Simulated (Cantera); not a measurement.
# Diamond growth

A diamond (100) surface in a fixed gas of H2 with x(CH4) = 0.0024, x(H) = 0.00083, x(CH3) = 0.0016, 11000 Pa; coverages are run to steady state.

Model: the Harris–Goodwin 1993 mechanism for the reconstructed diamond (100) surface, integrated in Cantera.

```csv
T (K),growth (µm/h),θ c6HH,θ c6H*,θ c6*H,θ c6**,θ c6HM
925,21.1,0.262,0.00459,0.118,0.00135,0.483
975,29.6,0.279,0.00690,0.152,0.00224,0.419
1025,37.9,0.304,0.0102,0.195,0.00363,0.346
1075,41.6,0.345,0.0153,0.257,0.00587,0.254
1125,36.5,0.395,0.0225,0.336,0.00918,0.149
1175,26.4,0.428,0.0303,0.407,0.0130,0.0688
1225,18.7,0.437,0.0370,0.452,0.0164,0.0271
1275,15.2,0.432,0.0426,0.474,0.0193,0.0101
1325,13.8,0.426,0.0473,0.485,0.0219,0.00379
1375,12.0,0.421,0.0515,0.489,0.0244,0.00143
```
θ: site fractions in the mechanism's names (c6HH fully hydrogenated, c6H* and c6*H radical sites, c6** diradical, c6HM methylated).
